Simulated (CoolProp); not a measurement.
A closed Brayton cycle with nitrogen: compressor inlet 325.15 K and 3 MPa, high pressure 5.79 MPa, turbine inlet 910 K, compressor efficiency 0.8, turbine efficiency 0.9, recuperator effectiveness 0.8 (on enthalpy, no pinch check). Each further row changes one setting.

The numbers come from the reference Helmholtz-energy equation of state, Span 2000 in CoolProp.

| case | thermal efficiency (%) | net work (kJ/kg) | compressor to turbine work | compressor exit (K) | turbine exit (K) |
|---|---|---|---|---|---|
| as stated | 26.3 | 61.1 | 0.59 | 409.6 | 780.3 |
| turbine inlet 860 K | ? | 52.8 | 0.63 | 409.6 | 736.2 |
| compressor inlet 335.15 K | ? | ? | 0.61 | ? | 780.3 |
| high pressure 4.92 MPa | 23.9 | 49.9 | ? | 387.1 | 810.7 |
| recuperator effectiveness 0.5 | 17.3 | 61.1 | 0.59 | 409.6 | 780.3 |

What belongs in the gaps?


- turbine inlet 860 K, thermal efficiency (%): 24.7
- compressor inlet 335.15 K, thermal efficiency (%): 25.4
- compressor inlet 335.15 K, net work (kJ/kg): 58.2
- compressor inlet 335.15 K, compressor exit (K): 422.1
- high pressure 4.92 MPa, compressor to turbine work: 0.56
